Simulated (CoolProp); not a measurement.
Propylene glycol along the isotherm 346.85 °C: fugacity coefficient from the reference equation and from simpler models built on Tc = 400.8 °C, pc = 7.292 MPa, ω = 0.327; each cubic takes its own stable root.

Model: reference Helmholtz-energy equation of state, Eisenbach 2021, in CoolProp.

| p (MPa) | phase | reference |
|---|---|---|
| 0.243 | gas | 0.9850 |
| 0.486 | gas | 0.9700 |
| 0.729 | gas | 0.9550 |
| 0.972 | gas | 0.9400 |
| 1.22 | gas | 0.9247 |
| 1.46 | gas | 0.9098 |
| 1.7 | gas | 0.8950 |
| 1.94 | gas | 0.8801 |
| 2.19 | gas | 0.8645 |
| 2.43 | gas | 0.8495 |
| 2.67 | gas | 0.8343 |
| 2.92 | gas | 0.8185 |
| 3.16 | gas | 0.8031 |
| 3.4 | liquid | 0.7624 |
| 3.65 | liquid | 0.7141 |

Question: How far does each simpler model (van der Waals, Redlich-Kwong, Peng-Robinson) lie from the reference over these 15 states: mean and median of the absolute difference, and the worst?

Answer: 
- van der Waals: mean 3.7 %, median 2.7 %, worst +14.6 % at 346.85 °C and 3.65 MPa
- Redlich-Kwong: mean 1.6 %, median 0.7 %, worst +10.3 % at 346.85 °C and 3.65 MPa
- Peng-Robinson: mean 1.3 %, median 0.9 %, worst +6.7 % at 346.85 °C and 3.65 MPa

At some of these states van der Waals, Redlich-Kwong, Peng-Robinson gives the other phase, because its saturation line lies elsewhere.
